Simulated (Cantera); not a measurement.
What does this Cantera script print?

```python
import numpy as np
import cantera as ct

gas_names = """
    B BH BH2 BH3 BN BO BO2 B2 B2O B2O2 B2O3 B3O3H3 H HBO HBO2 HNO HNO2 HNO3 HO2 H2 H2O H2O2 H3B3O6 N NH
    NH2 NH3 NH2OH NO NO2 NO3 N2 N2H2 N2H4 N2O O OH O2 O3
""".split()
cond_names = """
    B(b) B(L) BN(s) B2O3(L) B3O3H3(cr) H2O(s) H2O(L)
""".split()


# ... load() reads the species with a 1 bar reference pressure and builds the phases ...
atoms = {
    'B2O3': {'B': 2, 'O': 3},
    'NH3': {'N': 1, 'H': 3},
    'H2': {'H': 2},
}
top_T = {'BN(s)': 3200}  # K; cautious upper limits of use, not melting points


# ... equilibrate(T, P, feed) seeds the gas with the atoms and calls Mixture.equilibrate('TP', solver="vcs", rtol=1e-11, max_steps=5000) ...
results = []
feed = {'B2O3': 1, 'NH3': 0.79, 'H2': 1.4}  # mol
T = 1973.15  # K
P = 83  # Pa
mix = equilibrate(T, P, feed)
results.append((T, P, feed, dict(zip(mix.species_names, mix.species_moles))))
print(gas.report(threshold=0.0001))
for i in range(1, mix.n_phases):
    print(f"{mix.phase(i).name:16s} {mix.phase_moles(i):12.5e} mol")
```

Result:

```
       temperature   1973.2 K
          pressure   83 Pa
           density   0.00010504 kg/m^3
  mean mol. weight   20.762 kg/kmol
   phase of matter   gas

                          1 kg             1 kmol
                     ---------------   ---------------
          enthalpy       -4.9999e+06       -1.0381e+08  J
   internal energy       -5.7901e+06       -1.2022e+08  J
           entropy             15782        3.2768e+05  J/K
    Gibbs function       -3.6141e+07       -7.5037e+08  J
 heat capacity c_p            2388.6             49593  J/K
 heat capacity c_v            1988.2             41279  J/K

                      mass frac. Y      mole frac. X     chem. pot. / RT
                     ---------------   ---------------   ---------------
                BO          0.052809          0.040898           -38.708
               BO2         0.0013799        0.00066928           -65.957
              B2O2          0.025144         0.0097363           -77.416
              B2O3           0.48376           0.14427           -104.66
                 H         0.0016649          0.034293           -13.579
               HBO          0.057416          0.042855           -52.286
              HBO2           0.19204          0.090998           -79.535
                H2          0.051949           0.53502           -27.157
               H2O         0.0049825         0.0057423           -54.406
                N2           0.12883           0.09548           -36.338
     [  +29 minor]        3.0917e-05        3.7321e-05

B(b)              0.00000e+00 mol
BN(s)             0.00000e+00 mol
B2O3(L)           0.00000e+00 mol
B3O3H3(cr)        0.00000e+00 mol
```

Method: chemical equilibrium by Gibbs-energy minimisation in Cantera with the NASA 1993 tables (ideal gas, pure condensed phases).
